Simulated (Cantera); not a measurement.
Input: 1 mol CCl4, 0.14 mol H2, at 13.3 mbar.

These are equilibrium values from Cantera (NASA tables, ideal gas, pure condensed phases), not measurements of a reactor. Candidate condensed phases: C, C6H6, C7H8, C8H18; 91 gas species. The tables' values for CCl are old estimates; treat these amounts as uncertain. Rates play no part.

log p: log10 of the partial pressure in bar; n: condensed amount in mol.

| T (K) | log p Cl | log p Cl2 | log p HCl | log p H | log p C3 | log p H2 | log p C | n C(graphite) |
|---|---|---|---|---|---|---|---|---|
| 1473 | -2.37 | -2.12 | -2.83 | -10.35 | <-13 | -10.90 | <-13 | 1.000 |
| 1573 | -2.17 | -2.28 | -2.89 | -9.60 | <-13 | -10.41 | <-13 | 1.000 |
| 1673 | (withheld) | (withheld) | -2.94 | (withheld) | <-13 | (withheld) | <-13 | 1.000 |
| 1773 | -1.97 | -2.82 | -2.98 | -8.22 | -13.30 | -9.35 | -12.91 | 1.000 |
| 1873 | -1.93 | -3.15 | -3.01 | -7.57 | -12.01 | -8.77 | -11.79 | 1.000 |
| 1973 | -1.92 | -3.48 | -3.02 | -6.97 | -10.85 | -8.19 | -10.77 | 1.000 |
| 2073 | -1.91 | -3.80 | -3.03 | -6.40 | -9.80 | -7.65 | -9.86 | 1.000 |
| 2173 | -1.91 | -4.08 | -3.03 | -5.89 | -8.86 | -7.14 | -9.03 | 1.000 |
| 2273 | -1.91 | -4.35 | -3.03 | -5.42 | -8.00 | -6.68 | -8.27 | 1.000 |
| 2373 | -1.91 | (withheld) | -3.03 | (withheld) | (withheld) | (withheld) | (withheld) | 1.000 |
| 2473 | -1.91 | -4.82 | -3.04 | -4.59 | -6.49 | -5.88 | -6.94 | 0.999 |
| 2573 | -1.91 | -5.03 | -3.06 | -4.24 | -5.82 | -5.55 | -6.36 | 0.998 |
| 2673 | -1.91 | -5.23 | -3.10 | -3.93 | -5.21 | -5.28 | -5.81 | 0.993 |

**Question.** Fill in the missing entries.

**Answer.** 
- 2373, log p Cl2: -4.60
- 2373, log p H: -4.98
- 2373, log p C3: -7.21
- 2373, log p H2: -6.26
- 2373, log p C: -7.58
- 1673, log p Cl: -2.04
- 1673, log p Cl2: -2.52
- 1673, log p H: -8.90
- 1673, log p H2: -9.91
